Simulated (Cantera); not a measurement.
A perfectly stirred reactor is fed with 1.14 % C₂H₆, 98.9 % N₂, at 42.0 Pa; it is held at 1573 K, and followed from long to short residence time.

Cantera simulation using GRI-Mech 3.0 (53 species, 325 reactions); the numbers are that mechanism's predictions, not measurements. GRI-Mech 3.0 stops at C3 and has no aromatics, soot or wall deposition, so with more carbon than oxygen in the feed, carbon stays in small species such as C2H2 where larger ones or solid carbon would form. Radical loss at walls, strong at low pressure, is not modelled.

One state of this run: x C₂H₆ = 0.000317; x H = 0.000387; x H₂ = 0.0158; x CH₄ = 0.00207; x C₂H₄ = 0.00133; x C₂H = 5.55e-7; x CH₂ = 8.33e-6. x: mole fraction; the columns are a selection and need not sum to one.

Problem. Which value of τ (s) does it belong to?
(A) 0.45
(B) 1.4
(C) 4.4
(D) 0.0049

Solution. B, 1.4
